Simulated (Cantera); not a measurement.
An adiabatic, constant-pressure homogeneous reactor starts with CO : H₂ : O₂ : N₂ = 1 : 0.12 : 1.6 : 4.64 (molar parts), at 1400 K and 230000 Pa.

Cantera simulation using GRI-Mech 3.0 (53 species, 325 reactions); the numbers are that mechanism's predictions, not measurements. The hydrogen kinetics of GRI-Mech 3.0 are dated; newer H2 mechanisms differ, most at raised pressure.

### Question
Predict: time of steepest temperature rise; temperature at 5.00 s; equilibrium temperature; x(CO) at 5.00 s; x(H₂) at 5.00 s; x(O₂) at 5.00 s; x(H) at 5.00 s; x(O) at 5.00 s; x(CO₂) at 5.00 s.

### Answer
* **time of steepest temperature rise**: 22.9 µs
* **temperature at 5.00 s**: 2434 K
* **equilibrium temperature**: 2434 K
* **x(CO) at 5.00 s**: 0.00628 (gas-phase equilibrium 0.00628)
* **x(H₂) at 5.00 s**: 0.000117 (gas-phase equilibrium 0.000117)
* **x(O₂) at 5.00 s**: 0.145 (gas-phase equilibrium 0.145)
* **x(H) at 5.00 s**: 0.000134 (gas-phase equilibrium 0.000134)
* **x(O) at 5.00 s**: 0.00263 (gas-phase equilibrium 0.00263)
* **x(CO₂) at 5.00 s**: 0.140 (gas-phase equilibrium 0.140)
